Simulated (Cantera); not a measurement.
Standard-state values (1 bar) from the NASA 1993 polynomials, evaluated with Cantera. Values are per mole of reaction as written; species without (g) are pure solids or liquids, kept so even where they would boil at 1 bar. TaC: taken at fixed stoichiometry.

4 NO2(g) + TaC = 4 NO(g) + CO2(g) + TaO2(g)

```json
[
 {"T (K)": "300", "ΔH° (kJ)": "-221.9", "ΔS° (J/K)": "334.1", "ΔG° (kJ)": "-322.1", "log10 K": "56.09"},
 {"T (K)": "2475", "ΔH° (kJ)": "-262.6", "ΔS° (J/K)": "308.8", "ΔG° (kJ)": "-1027.0", "log10 K": "21.67"},
 {"T (K)": "2500", "ΔH° (kJ)": "___", "ΔS° (J/K)": "___", "ΔG° (kJ)": "___", "log10 K": "___"},
 {"T (K)": "2525", "ΔH° (kJ)": "-264.3", "ΔS° (J/K)": "308.2", "ΔG° (kJ)": "-1042.4", "log10 K": "21.56"},
 {"T (K)": "2550", "ΔH° (kJ)": "-265.1", "ΔS° (J/K)": "307.8", "ΔG° (kJ)": "-1050.1", "log10 K": "21.51"},
 {"T (K)": "2575", "ΔH° (kJ)": "-266.0", "ΔS° (J/K)": "307.5", "ΔG° (kJ)": "-1057.8", "log10 K": "21.46"},
 {"T (K)": "2600", "ΔH° (kJ)": "___", "ΔS° (J/K)": "___", "ΔG° (kJ)": "___", "log10 K": "___"},
 {"T (K)": "2625", "ΔH° (kJ)": "-267.7", "ΔS° (J/K)": "306.9", "ΔG° (kJ)": "-1073.2", "log10 K": "21.35"},
 {"T (K)": "2650", "ΔH° (kJ)": "-268.5", "ΔS° (J/K)": "306.5", "ΔG° (kJ)": "-1080.8", "log10 K": "21.30"}
]
```

### Question
What belongs in the gaps?

### Answer

- 2500, ΔH° (kJ): -263.5
- 2500, ΔS° (J/K): 308.5
- 2500, ΔG° (kJ): -1034.7
- 2500, log10 K: 21.62
- 2600, ΔH° (kJ): -266.8
- 2600, ΔS° (J/K): 307.2
- 2600, ΔG° (kJ): -1065.5
- 2600, log10 K: 21.41
